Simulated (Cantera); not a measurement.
Input: 1 mol FeS₂, 0.35 mol H₂, at 2173.15 K and 0.000570 bar.

These are equilibrium values from Cantera (NASA tables, ideal gas, pure condensed phases), not measurements of a reactor. Candidate condensed phases: Fe, FeS, FeS₂, S; 8 gas species. Kinetics and transport are ignored.

Base state: Fe 0.371, S₂ 0.266, S 0.195, H₂ 0.0910, H 0.0610, SH 0.0158, H₂S 0.000429 (mole fractions); condensed: gas only.

Problem. What changes in the equilibrium state with this change: FeS₂ replaced by Cu₂O?

Solution. 
```csv
species,before,after
Cu,0,0.715
O₂,0,0.106
H₂O,0,0.0915
Fe,0.371,0
S₂,0.266,0
S,0.195,0
O,0,0.0310
OH,0,0.0233
SH,0.0158,0
H₂,0.0910,0.0113
H,0.0610,0.0215
CuO,0,0.000508
H₂S,0.000429,0
Cu₂,0,0.000109
```
Further candidate phases: Cu, CuO, Cu(OH)₂, Cu₂O, H₂O.
